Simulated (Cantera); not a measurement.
A Cantera script and its output.

```python
import numpy as np
import cantera as ct

gas = ct.Solution("h2o2.yaml")
gas.TPX = 573, 100000, {'H2': 1, 'O2': 0.294, 'N2': 1}
flame = ct.FreeFlame(gas, width=0.04)
flame.set_refine_criteria(ratio=3, slope=0.08, curve=0.16)
flame.transport_model = "mixture-averaged"
flame.solve(loglevel=0, auto=True)
z, T = flame.grid, flame.T
thick = (T[-1] - T[0]) / np.gradient(T, z).max()
show = ['H2', 'O2', 'H2O', 'H', 'H2O2', 'OH']
print(f"laminar burning velocity  {flame.velocity[0] * 100:.3f} cm/s")
print(f"burnt temperature         {T[-1]:.1f} K")
print(f"thermal thickness         {thick * 1e3:.4f} mm")
print(f"grid points               {len(z)}")
z0 = z[flame.heat_release_rate.argmax()]
print(f"{'z/mm':>9s}{'T/K':>9s}{'u/(m/s)':>9s}" + "".join(f"{s:>11s}" for s in show))
rows = []
for k in (-3, -2, -1.5, -1, -0.5, -0.25, 0, 0.25, 0.5, 1, 2, 4, 8):
    zz = z0 + k * thick
    rows.append([k * thick, np.interp(zz, z, T), np.interp(zz, z, flame.velocity),
                 *(np.interp(zz, z, flame.X[gas.species_index(s)]) for s in show)])
    print(f"{rows[-1][0] * 1e3:9.3f}{rows[-1][1]:9.1f}{rows[-1][2]:9.3f}" + "".join(f"{x:11.3e}" for x in rows[-1][3:]))
```

Result:

```
laminar burning velocity  901.675 cm/s
burnt temperature         2435.3 K
thermal thickness         0.4347 mm
grid points               147
     z/mm      T/K  u/(m/s)         H2         O2        H2O          H       H2O2         OH
   -1.304    573.0    9.017  4.359e-01  1.282e-01  3.450e-15  8.810e-18  6.871e-17  3.668e-19
   -0.869    573.0    9.017  4.359e-01  1.282e-01  3.085e-12  1.773e-13  6.401e-15  1.191e-15
   -0.652    573.0    9.017  4.359e-01  1.282e-01  1.660e-10  3.918e-11  4.740e-13  1.017e-13
   -0.435    573.0    9.017  4.359e-01  1.282e-01  5.357e-08  3.453e-08  2.612e-10  8.124e-11
   -0.217    591.4    9.270  4.328e-01  1.281e-01  7.637e-04  2.636e-04  3.316e-06  7.221e-05
   -0.109    820.0   12.567  3.985e-01  1.220e-01  2.042e-02  9.979e-03  1.192e-05  7.892e-04
    0.000   1264.0   18.775  2.789e-01  7.758e-02  1.155e-01  5.967e-02  2.772e-06  3.331e-03
    0.109   1558.9   22.908  1.782e-01  1.961e-02  2.247e-01  9.822e-02  1.552e-06  6.971e-03
    0.217   1685.7   24.596  1.592e-01  5.749e-03  2.527e-01  9.930e-02  1.006e-06  8.359e-03
    0.435   1816.6   26.270  1.630e-01  2.782e-03  2.607e-01  8.604e-02  6.002e-07  9.406e-03
    0.869   1955.3   27.986  1.716e-01  1.959e-03  2.658e-01  6.884e-02  3.284e-07  9.749e-03
    1.739   2092.2   29.626  1.798e-01  1.234e-03  2.718e-01  5.179e-02  1.759e-07  9.179e-03
    3.478   2215.0   31.054  1.869e-01  6.674e-04  2.780e-01  3.649e-02  9.645e-08  7.732e-03
```

Cantera simulation using the H2/O2 subset of GRI-Mech 3.0, which has no nitrogen chemistry; the numbers are that mechanism's predictions, not measurements. Burning velocities carry a grid error of a few per cent, more on coarse grids.
